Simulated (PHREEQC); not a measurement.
A solution holds 0.03 mol/kgw AlCl3, 0.00038 mol/kgw Na2SO4 and 2.9e-07 mol/kgw H4SiO4, at 8.7 °C. Closed to the air; pH follows from the charge balance.

Equilibrium calculation in PHREEQC: ion-association model, wateq4f.dat.

Precipitation was switched off in this run.

### Question
What pH does the model give?

### Answer
pH 3.73.

### Question
In which forms is Al present?

### Answer
Al+3 98 %, AlSO4+ 1.0 %, AlOH+2 0.8 % of the Al.

Constants without temperature data keep their 25 °C values here.
